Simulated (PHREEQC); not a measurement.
A solution holds 0.012 mol CdCl2 and 0.00052 mol NiCl2 per kg of water, at 25 °C. Closed to the air; pH follows from the charge balance.

All values are PHREEQC results (ion-association model, wateq4f.dat), not measurements.

| quantity | before | after |
|---|---|---|
| pH | 5.84 | 3.42 |
| ionic strength (mol/kgw) | 0.0251 | 0.0254 |
| Cl- (mol/kgw) | 0.0186 | 0.0187 |
| Cd+2 (mol/kgw) | 0.00594 | 0.00587 |
| CdCl+ (mol/kgw) | 0.00573 | 0.00567 |
| CdCl2 (mol/kgw) | 0.000325 | 0.000322 |
| SI of CdOHCl (CdOHCl) | -1.97 | -4.39 |

Name the change that produced these shifts.
(A) CdCl2 from 0.012 to 0.0024 mol/kgw
(B) temperature from 25 to 85 °C
(C) CdCl2 from 0.012 to 0.06 mol/kgw
(D) 0.00043 mol/kgw HBr added
(E) NiCl2 from 0.00052 to 0.00078 mol/kgw

D, 0.00043 mol/kgw HBr added

Precipitation was switched off in this run.
